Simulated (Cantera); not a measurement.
A closed system holds: 1 mol c-C4F8, 0.011 mol F2, held at 1225 K and 1.33 mbar.

Method: chemical equilibrium by Gibbs-energy minimisation in Cantera with the NASA 1993 tables (ideal gas, pure condensed phases). Candidate condensed phases: C; 13 gas species. The feed counts by its element totals alone. Gases not in the tables: C2F6 and larger saturated fluorocarbons. Kinetics and transport are ignored.

Task: What is the equilibrium state?

Result: 
- x(CF4): 1.000
- x(CF2): 7.53e-6
- x(CF3): 2.74e-6
- n(C(graphite)): 1.99 mol
- gas amount: 2.006 mol
